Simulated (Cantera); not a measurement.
Input: 1 mol C2F6, 0.36 mol Si, 0.32 mol H2, at 4.70 Pa.

These are equilibrium values from Cantera (NASA tables, ideal gas, pure condensed phases), not measurements of a reactor. Candidate condensed phases: C, C6H6, C7H8, C8H18, Si, SiC; 113 gas species. The feed counts by its element totals alone. Gases not in the tables: C2F6 and larger saturated fluorocarbons. The numbers say what is thermodynamically allowed, not how fast it happens.

x: gas mole fraction; n: condensed amount in mol.

```tsv
T (K)	x CF4	x HF	x SiF4	x F	x CF2	n C(graphite)
1073	0.495	0.323	0.182	1.21e-7	5.60e-7	1.02
1173	0.495	0.323	0.182	2.47e-6	8.28e-6	1.02
1273	0.495	0.323	0.182	3.16e-5	7.98e-5	1.02
1373	0.494	0.323	0.182	…	…	1.02
1473	0.492	0.322	0.181	…	…	1.02
1573	0.480	0.319	0.179	0.00939	0.0122	1.01
1673	0.438	0.307	0.173	0.0391	0.0416	0.996
1773	0.328	0.273	0.154	0.131	0.111	0.965
```

**Question.** Complete the blanks.

**Answer.** 
- 1373, x F: 0.000279
- 1373, x CF2: 0.000550
- 1473, x F: 0.00183
- 1473, x CF2: 0.00290
